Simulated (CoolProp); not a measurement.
The fluid at 489.35 K and 1.86 MPa is throttled through a valve to 1.27 MPa with no heat exchange. The same conditions are run with several fluids, on thermodynamics alone (safety and materials aside).

Computed with CoolProp (reference Helmholtz-energy equation of state of each fluid (R11: Jacobsen 1992; R113: Marx 1992; R143a: Lemmon and Jacobsen 2000; ethane: Bücker 2006; nitrous oxide: Lemmon 2006)).

Q: Rank R11, R113, R143a, ethane, nitrous oxide by temperature change (K), highest first.

A: ethane (-1.7), nitrous oxide (-2.1), R143a (-2.6), R11 (-6.7), R113 (-7.0)

| fluid | final density (kg/m³) |
|---|---|
| R11 | 48.1 |
| R113 | 69.4 |
| R143a | 27.3 |
| ethane | 9.59 |
| nitrous oxide | 14.0 |
